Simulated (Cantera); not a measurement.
Charge: 1 mol HBr, 0.031 mol O2, held at 2048.15 K and 4000 Pa.

These are equilibrium values from Cantera (NASA tables, ideal gas, pure condensed phases), not measurements of a reactor. Candidate condensed phases: Br2, H2O; 12 gas species. Equilibrium is a limit: real reactors are often held back by kinetics, nucleation or transport.

Base state: HBr 0.482, Br 0.343, H2 0.119, H2O 0.0511, H 0.00387, Br2 0.000712, OH 0.000181 (mole fractions); condensed: gas only.

### Question
What changes in the equilibrium state with this change: temperature from 2048.15 K to 2673.15 K?

### Answer
```tsv
species	before	after
Br	0.343	0.552
H2	0.119	0.185
HBr	0.482	0.112
H	0.00387	0.110
H2O	0.0511	0.0339
O	4.23e-6	0.00193
O2	7.77e-7	0.000143
```
